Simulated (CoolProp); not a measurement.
Vapour-liquid equilibrium of dimethyl ether (1) + chloromethane (R40) (2) at 312.7 K; x and y are mole fractions of (1).

The numbers come from the multi-fluid Helmholtz-energy mixture model, Wu 2011 and Thol 2014; pair parameters Bell 2016 in CoolProp.

Task: Give the bubble pressure and the first vapour's composition at x = 0.05, 0.35, 0.65. Is there an azeotrope?

Result: x = 0.05: 0.8563 MPa, y = 0.044; x = 0.35: 0.8315 MPa, y = 0.342; x = 0.65: 0.8358 MPa, y = 0.664. y crosses x between x = 0.35 and 0.5: the model has an azeotrope there.

The pair parameters rest on a limited set of measurements; away from them the model extrapolates.
